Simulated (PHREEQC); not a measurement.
Dissolve 0.0021 mol/kgw H3PO4 and 0.25 mol/kgw Na2SO4 at 25 °C. Closed to the air; pH follows from the charge balance.

Equilibrium calculation in PHREEQC: ion-association model, phreeqc.dat.

```
Quantity                     Result
--------------------  -------------
pH                             3.44
ionic strength        0.600 mol/kgw
activity of water             0.988
specific conductance    29500 µS/cm
density                 1.028 g/cm³
total alkalinity       -2.10 meq/kg
```

```
species  molality  activity   log γ
-------  --------  --------  ------
Na+         0.426     0.305  -0.145
SO4-2       0.174    0.0332  -0.719
NaSO4-     0.0744    0.0508  -0.166
H2PO4-    0.00203   0.00139  -0.166
HSO4-     0.00156   0.00116  -0.131
H+       0.000473  0.000359  -0.120
H3PO4     6.38e-5   7.33e-5   0.060
HPO4-2    1.19e-6   2.40e-7  -0.695
NaHPO4-   2.09e-7   1.43e-7  -0.166
```

No solid was allowed to form.
